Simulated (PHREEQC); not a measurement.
0.013 g of hydrous ferric oxide (600 m²/g; 0.2 weak and 0.005 strong sites per Fe, Dzombak-Morel constants, diffuse double layer) in 1 kg of water with 0.05 mol/kgw of an inert sodium salt and 4.9e-07 mol/kgw Na2HAsO4 and 8.7e-06 mol/kgw Na2SO4, at 25 °C; the pH is set by adding NaOH or the inert anion's acid. Oxygen alone is held at its pressure in air (log pO2 = -0.68). No CO2 enters from the air. No solid was allowed to form.

Base run: PHREEQC, ion-association model, wateq4f.dat. Each further column changes one thing. The table gives As sorbed (%).

```
pH      base  no electrostatic term (-no_edl)  background salt from 0.05 to 0.005 mol/kgw  oxide from 0.013 to 0.065 g/kgw  3.2e-06 mol/kgw CuCl2 added
-----  -----  -------------------------------  ------------------------------------------  -------------------------------  ---------------------------
4      100.0                             78.5                                       100.0                            100.0                        100.0
4.67   100.0                             79.4                                       100.0                            100.0                        100.0
6      100.0                             87.5                                       100.0                            100.0                        100.0
6.67   100.0                             93.0                                       100.0                            100.0                        100.0
7.33    99.9                             95.7                                        99.9                            100.0                        100.0
8.67    90.1                             99.7                                           ?                             98.5                         96.4
9.33    54.0                             99.8                                        46.0                             87.4                         75.1
10      15.7                             99.9                                           ?                             48.8                            ?
11.33    0.5                             99.8                                         0.1                              2.4                            ?
12       0.1                             99.2                                         0.0                              0.3                          0.1
```

Complete the blanks.


- 8.67, background salt from 0.05 to 0.005 mol/kgw: 90.8
- 10, background salt from 0.05 to 0.005 mol/kgw: 7.5
- 10, 3.2e-06 mol/kgw CuCl2 added: 30.1
- 11.33, 3.2e-06 mol/kgw CuCl2 added: 0.8

 The database has no arsenate complexes of Cu. The database's constant for dissolved Cu(OH)2 is higher than later reviews accept.
